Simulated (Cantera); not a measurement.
Input (Python, Cantera):

```python
import numpy as np
import cantera as ct

gas = ct.Solution("SiF4_NH3_mec.yaml", "gas")
gas.TPX = 1675, 26000, {'NH3': 1, 'N2': 1.7}
reactor = ct.IdealGasConstPressureReactor(gas, energy="off", clone=False)
net = ct.ReactorNet([reactor])
net.rtol, net.atol = 1e-08, 1e-18
show = ['NH3', 'N2', 'NH', 'N', 'NH2', 'H', 'H2']
times = np.geomspace(4e-06, 10, 15)

steps = ct.SolutionArray(gas, extra=["t"])
rows = []
print(f"{'t/s':>10s}{'T/K':>9s}{'P/Pa':>11s}" + "".join(f"{s:>11s}" for s in show))
for t in times:
    while net.time < t:
        t_next = net.step()
        steps.append(gas.state, t=t_next)
    rows.append([np.interp(t, steps.t, y) for y in (steps.T, steps.P, *steps(*show).X.T)])
    print(f"{t:10.3e}{rows[-1][0]:9.1f}{rows[-1][1]:11.4g}" + "".join(f"{x:11.3e}" for x in rows[-1][2:]))
rate = np.gradient(steps.T, steps.t)
print("integrator steps:", len(steps.t))
if steps.T.max() > steps.T[0] + 200:
    print(f"time of steepest temperature rise: {steps.t[rate.argmax()]:.4e} s")
gas.TPX = 1675, 26000, {'NH3': 1, 'N2': 1.7}
gas.equilibrate("TP")
print(f"equilibrium (TP): T = {gas.T:.1f} K  " + "  ".join(f"{s} {gas[s].X[0]:.3e}" for s in show))
```

Output:

```
       t/s      T/K       P/Pa        NH3         N2         NH          N        NH2          H         H2
 4.000e-06   1675.0    2.6e+04  3.704e-01  6.296e-01  1.102e-13  3.114e-19  1.032e-07  1.370e-08  4.477e-08
 1.146e-05   1675.0    2.6e+04  3.704e-01  6.296e-01  1.208e-12  1.105e-17  3.210e-07  1.391e-08  1.536e-07
 3.281e-05   1675.0    2.6e+04  3.704e-01  6.296e-01  1.283e-11  3.346e-16  9.454e-07  1.391e-08  4.657e-07
 9.398e-05   1675.0    2.6e+04  3.704e-01  6.296e-01  1.549e-10  1.106e-14  2.733e-06  1.392e-08  1.360e-06
 2.692e-04   1675.0    2.6e+04  3.704e-01  6.296e-01  2.017e-09  3.928e-13  7.847e-06  1.402e-08  3.933e-06
 7.710e-04   1675.0    2.6e+04  3.703e-01  6.296e-01  2.128e-08  9.508e-12  2.241e-05  1.507e-08  1.160e-05
 2.208e-03   1675.0    2.6e+04  3.703e-01  6.296e-01  1.381e-07  6.961e-11  6.212e-05  2.459e-08  4.113e-05
 6.325e-03   1675.0    2.6e+04  3.701e-01  6.296e-01  4.131e-07  3.581e-10  1.269e-04  8.080e-08  2.398e-04
 1.811e-02   1675.0    2.6e+04  3.692e-01  6.295e-01  4.963e-07  1.076e-09  1.394e-04  2.254e-07  1.126e-03
 5.188e-02   1675.0    2.6e+04  3.669e-01  6.293e-01  5.470e-07  3.049e-09  1.368e-04  6.095e-07  3.718e-03
 1.486e-01   1675.0    2.6e+04  3.602e-01  6.286e-01  6.447e-07  8.499e-09  1.313e-04  1.662e-06  1.103e-02
 4.256e-01   1675.0    2.6e+04  3.420e-01  6.269e-01  7.624e-07  1.935e-08  1.217e-04  4.467e-06  3.100e-02
 1.219e+00   1675.0    2.6e+04  2.967e-01  6.226e-01  8.154e-07  3.097e-08  1.065e-04  1.162e-05  8.057e-02
 3.491e+00   1675.0    2.6e+04  2.072e-01  6.142e-01  7.406e-07  3.653e-08  8.086e-05  2.792e-05  1.785e-01
 1.000e+01   1675.0    2.6e+04  9.431e-02  6.035e-01  5.258e-07  3.409e-08  4.506e-05  5.781e-05  3.021e-01
integrator steps: 968
equilibrium (TP): T = 1675.0 K  NH3 1.977e-06  N2 5.946e-01  NH 3.989e-11  N 5.051e-12  NH2 1.778e-09  H 1.459e-04  H2 4.053e-01
```

Cantera simulation using the gas-phase N/H chemistry of the illustrative SiF4/NH3 mechanism in the Surface Chemkin manual (1991); the numbers are that mechanism's predictions, not measurements. Walls and surfaces, which speed up NH3 decomposition in real reactors, are not modelled.
